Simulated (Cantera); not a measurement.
Cantera run:

```python
import numpy as np
import cantera as ct

gas_names = """
    C CH CH2 CH3 CH2OH CH3O CH4 CH3OH CN CO CO2 COOH C2 C2H CHCO,ketyl C2H2,acetylene C2H2,vinylidene
    CH2CO,ketene C2H3,vinyl CH3CN CH3CO,acetyl C2H4 C2H4O,ethylen CH3CHO,ethanal CH3COOH (HCOOH)2 C2H5
    C2H6 CH3OCH3 C2H5OH CCN CNC C2N2 C2O C3 C3H3,propargyl C3H4,allene C3H4,propyne C3H4,cyclo-
    C3H5,allyl C3H6,propylene C3H6,cyclo- C3H6O C3H7,n-propyl C3H7,i-propyl C3H8 C3H8O,1propanol
    C3H8O,2propanol C3O2 C4 C4H2 C4H4,1,3-cyclo- C4H6,butadiene C4H6,2-butyne C4H6,cyclo- C4H8,1-butene
    C4H8,cis2-buten C4H8,tr2-butene C4H8,isobutene C4H8,cyclo- (CH3COOH)2 C4H9,n-butyl C4H9,i-butyl
    C4H9,s-butyl C4H9,t-butyl C4H10,isobutane C4H10,n-butane C4N2 C5 C5H6,1,3cyclo- C5H8,cyclo-
    C5H10,1-pentene C5H10,cyclo- C5H11,pentyl C5H11,t-pentyl C5H12,n-pentane C5H12,i-pentane
    CH3C(CH3)2CH3 C6H2 C6H5,phenyl C6H5O,phenoxy C6H6 C6H5OH,phenol C6H10,cyclo- C6H12,1-hexene
    C6H12,cyclo- C6H13,n-hexyl C7H7,benzyl C7H8 C7H8O,cresol C7H14,1-heptene C7H15,n-heptyl
    C7H16,n-heptane C8H8,styrene C8H10,ethylbenz C8H16,1-octene C8H17,n-octyl C8H18,isooctane
    C8H18,n-octane C9H19,n-nonyl C10H8,naphthale C10H21,n-decyl C12H9,o-bipheny C12H10,bipheny H HCN HCO
    HCCN HNC HNCO HNO HNO2 HNO3 HO2 H2 HCHO,formaldehy HCOOH H2O H2O2 N NCO NH NH2 NH3 NH2OH NO NO2 NO3
    N2 N2H2 N2H4 N2O O OH O2 O3 Si SiC SiC2 SiC4H12 SiH SiH2 SiH3 SiH4 SiN SiO SiO2 Si2 Si2C Si2N Si3
""".split()
cond_names = """
    C(gr) C6H6(L) C7H8(L) C8H18(L),n-octa H2O(s) H2O(L) Si(cr) Si(L) SiC(b) SiO2(Lqz) SiO2(hqz) SiO2(L)
    Si2N2O(s) Si3N4(a)
""".split()


def load(file, names, dense=False):
    # The tables refer to 1 bar. Condensed volumes are neglected.
    table = {s.name: s for s in ct.Species.list_from_file(file)}
    out = []
    for n in names:
        d = dict(table[n].input_data)
        d["thermo"] = dict(d["thermo"], **{"reference-pressure": 1e5})
        if dense:
            d["equation-of-state"] = {"model": "constant-volume", "density": "1e6 g/cm^3"}
        out.append(ct.Species.from_dict(d))
    return out


gas = ct.Solution(thermo="ideal-gas", species=load("nasa_gas.yaml", gas_names))
cond = {s.name: ct.Solution(thermo="fixed-stoichiometry", species=[s], name=s.name)
        for s in load("nasa_condensed.yaml", cond_names, dense=True)}
atoms = {
    'TEOS': {'Si': 1, 'C': 8, 'H': 20, 'O': 4},
    'NO': {'N': 1, 'O': 1},
    'H2': {'H': 2},
}
top_T = {'C(gr)': 4500, 'SiC(b)': 3050, 'Si2N2O(s)': 2100, 'Si3N4(a)': 2400}  # K; cautious upper limits of use, not melting points


def equilibrate(T, P, feed):
    n = {}
    for name, mol in feed.items():
        for a, k in atoms[name].items():
            n[a] = n.get(a, 0.0) + k * mol
    gas.TPX = T, P, n
    mass = sum(n.values()) * gas.mean_molecular_weight
    gas.equilibrate("TP")
    valid = [c for c in cond.values() if c.min_temp <= T <= top_T.get(c.name, c.max_temp)]
    mix = ct.Mixture([(gas, mass / gas.mean_molecular_weight)] + [(c, 0.0) for c in valid])
    mix.T, mix.P = T, P
    mix.equilibrate("TP", solver="vcs", rtol=1e-11, max_steps=5000)
    return mix


results = []
feed = {'TEOS': 1, 'NO': 0.75, 'H2': 0.64}  # mol
T = 2148  # K
P = 60000  # Pa
mix = equilibrate(T, P, feed)
results.append((T, P, feed, dict(zip(mix.species_names, mix.species_moles))))
x = sorted(zip(gas.X, gas.species_names), reverse=True)
print(f"T = {T:g} K  P = {P:g} Pa  gas = {mix.phase_moles(0):.4g} mol")
print("   x: " + "  ".join(f"{s} {v:.3e}" for v, s in x if v > 0.0001))
print("   condensed (mol): " + ("  ".join(f"{mix.phase(i).name} {mix.phase_moles(i):.4g}"
      for i in range(1, mix.n_phases) if mix.phase_moles(i) > 1e-12) or "none"))
```

It prints:

```
T = 2148 K  P = 60000 Pa  gas = 15.8 mol
   x: H2 6.681e-01  CO 2.968e-01  N2 2.208e-02  H 4.398e-03  SiO 3.801e-03  HCN 3.079e-03  C2H2,acetylene 1.279e-03  HNC 2.246e-04
   condensed (mol): C(gr) 2.277  SiC(b) 0.9389
```

These are equilibrium values from Cantera (NASA tables, ideal gas, pure condensed phases), not measurements of a reactor. The feed counts by its element totals alone. Gases not in the tables: Si2H6 and higher silanes.
